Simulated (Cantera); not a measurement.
# Transport properties of process gases

Gas mixture: C2H2 : C2H6 : C2H4 : C3H8 = 0.61 : 0.75 : 0.99 : 0.59 (molar parts), at 0.270 bar, frozen composition.

Cantera's kinetic-theory transport with the Lennard-Jones parameters of GRI-Mech 3.0, ideal gas; thermal conductivity in the multicomponent form. The composition is frozen, though it would react at the higher temperatures.

| T (K) | ρ (kg/m³) | cp (J/kg/K) | μ (µPa s) | λ (mW/m/K) | Pr | D (cm²/s) CH4 | D (cm²/s) C2H2 | D (cm²/s) CH3 |
|---|---|---|---|---|---|---|---|---|
| 400 | 0.255 | 2029 | 12.5 | 33.6 | 0.755 | 1.01 | 0.721 | 1.01 |
| 600 | 0.170 | 2696 | 17.7 | 62.9 | 0.760 | 2.08 | 1.52 | 2.09 |
| 800 | 0.127 | 3189 | 22.2 | 93.1 | 0.761 | 3.43 | 2.53 | 3.46 |
| 1000 | 0.102 | 3574 | 26.2 | 123 | 0.760 | 5.03 | 3.73 | 5.07 |
| 1200 | 0.0849 | 3857 | 29.8 | 152 | 0.759 | 6.86 | 5.09 | 6.90 |
| 1400 | 0.0728 | 4083 | 33.2 | 179 | 0.758 | 8.89 | 6.62 | 8.95 |
| 1600 | 0.0637 | 4263 | 36.3 | 205 | 0.757 | 11.1 | 8.29 | 11.2 |
| 1800 | 0.0566 | 4404 | 39.3 | 229 | 0.756 | 13.5 | 10.1 | 13.6 |
| 2000 | 0.0509 | 4516 | 42.2 | 252 | 0.755 | 16.1 | 12.1 | 16.2 |
D: mixture-averaged diffusion coefficient of that species in the mixture.
